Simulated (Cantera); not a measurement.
A perfectly stirred reactor is fed with H₂ : O₂ = 0.02 : 1 (molar parts), equivalence ratio 0.010, at 0.0263 atm; it is held at 1125 K, and followed from long to short residence time.

Cantera simulation using GRI-Mech 3.0 (53 species, 325 reactions); the numbers are that mechanism's predictions, not measurements. Radical loss at walls, strong at low pressure, is not modelled.

One state of this run: x H₂ = 0.00981; x O₂ = 0.973; x OH = 0.00215; x HO₂ = 5.66e-6; x H₂O₂ = 2.99e-7; x H₂O = 0.00789. x: mole fraction; the columns are a selection and need not sum to one.

Which value of τ (s) does it belong to?
(A) 0.27
(B) 0.00057
(C) 0.94
(D) 0.080

B, 0.00057
